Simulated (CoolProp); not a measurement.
Vapour-liquid equilibrium of R134a (1) + R236FA (2) at 239.2 K; x and y are mole fractions of (1).

Computed with CoolProp (multi-fluid Helmholtz-energy mixture model, Tillner-Roth 1994 and Pan 2012; pair parameters Bell 2016).

| x | bubble pressure, mixture model (MPa) | bubble pressure, Raoult's law (MPa) | y, mixture model | y, Raoult's law |
|---|---|---|---|---|
| 0.05 | [?] | 0.02333 | [?] | 0.149 |
| 0.2 | 0.03046 | 0.03065 | 0.447 | 0.455 |
| 0.35 | [?] | 0.03797 | 0.634 | 0.642 |
| 0.5 | 0.04490 | 0.04528 | [?] | 0.769 |
| 0.65 | 0.05223 | 0.05260 | 0.857 | 0.861 |
| 0.8 | 0.05967 | 0.05992 | 0.928 | 0.930 |
| 0.95 | 0.06717 | 0.06724 | 0.984 | 0.984 |

**Question.** Complete the blanks.

**Answer.** 
- 0.05, bubble pressure, mixture model (MPa): 0.02329
- 0.05, y, mixture model: 0.146
- 0.35, bubble pressure, mixture model (MPa): 0.03765
- 0.5, y, mixture model: 0.763

The largest gap from Raoult's law is -0.8 % in bubble pressure, at x = 0.5. No azeotrope shows between x = 0.05 and 0.95.

The pair parameters rest on a limited set of measurements; away from them the model extrapolates.
